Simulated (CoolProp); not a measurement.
C3F8 (R218) along the isobar 14.9 MPa: density (kg/m³) from the reference equation and from simpler models built on Tc = 71.9 °C, pc = 2.640 MPa, ω = 0.317; each cubic takes its own stable root.

The numbers come from the reference Helmholtz-energy equation of state, Lemmon 2006 in CoolProp. It is a short technical equation, of lower accuracy than the large ones.

```json
[
 {"T (°C)": "-133.75", "phase": "liquid", "reference": "1980", "van der Waals": "1237", "Redlich-Kwong": "1806", "Soave-Redlich-Kwong": "1830", "Peng-Robinson": "2048"},
 {"T (°C)": "-109.75", "phase": "liquid", "reference": "1901", "van der Waals": "1210", "Redlich-Kwong": "1755", "Soave-Redlich-Kwong": "1786", "Peng-Robinson": "2001"},
 {"T (°C)": "-85.75", "phase": "liquid", "reference": "1825", "van der Waals": "1182", "Redlich-Kwong": "1700", "Soave-Redlich-Kwong": "1737", "Peng-Robinson": "1947"},
 {"T (°C)": "-61.75", "phase": "liquid", "reference": "1750", "van der Waals": "1152", "Redlich-Kwong": "1641", "Soave-Redlich-Kwong": "1682", "Peng-Robinson": "1887"},
 {"T (°C)": "-37.75", "phase": "liquid", "reference": "1674", "van der Waals": "1122", "Redlich-Kwong": "1579", "Soave-Redlich-Kwong": "1620", "Peng-Robinson": "1819"},
 {"T (°C)": "-13.75", "phase": "liquid", "reference": "1596", "van der Waals": "1092", "Redlich-Kwong": "1513", "Soave-Redlich-Kwong": "1552", "Peng-Robinson": "1743"},
 {"T (°C)": "10.15", "phase": "liquid", "reference": "1516", "van der Waals": "1060", "Redlich-Kwong": "1443", "Soave-Redlich-Kwong": "1477", "Peng-Robinson": "1657"},
 {"T (°C)": "34.15", "phase": "liquid", "reference": "1432", "van der Waals": "1028", "Redlich-Kwong": "1371", "Soave-Redlich-Kwong": "1395", "Peng-Robinson": "1562"},
 {"T (°C)": "58.15", "phase": "liquid", "reference": "1344", "van der Waals": "994.1", "Redlich-Kwong": "1296", "Soave-Redlich-Kwong": "1306", "Peng-Robinson": "1458"},
 {"T (°C)": "82.15", "phase": "supercritical", "reference": "1251", "van der Waals": "959.7", "Redlich-Kwong": "1219", "Soave-Redlich-Kwong": "1211", "Peng-Robinson": "1345"},
 {"T (°C)": "106.15", "phase": "supercritical", "reference": "1156", "van der Waals": "924.6", "Redlich-Kwong": "1142", "Soave-Redlich-Kwong": "1113", "Peng-Robinson": "1228"},
 {"T (°C)": "130.15", "phase": "supercritical", "reference": "1059", "van der Waals": "888.8", "Redlich-Kwong": "1065", "Soave-Redlich-Kwong": "1014", "Peng-Robinson": "1112"},
 {"T (°C)": "154.15", "phase": "supercritical", "reference": "965.3", "van der Waals": "852.6", "Redlich-Kwong": "990.0", "Soave-Redlich-Kwong": "920.8", "Peng-Robinson": "1002"}
]
```
